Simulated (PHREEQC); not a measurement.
Reverse-osmosis permeate

Synthetic water in mg/kgw, 25 °C, pH 6.99, pe 10.2: Na 1.92; K 0.19; Ca 0.51; Mg 0.0262; Cl 0.779; S(6) as SO4 0.536; Alkalinity as HCO3 4.95; Br 0.0522.

Valence states are taken as typed.

Equilibrium calculation in PHREEQC: ion-association model, wateq4f.dat.

No solid was allowed to form.

Task: Estimate the charge-balance error.

Result: charge-balance error 0.5 %.

Task: In which forms is C present?

Result: HCO3- 81 %, CO2 18 % of the C.

Species that the database lacks are ignored.
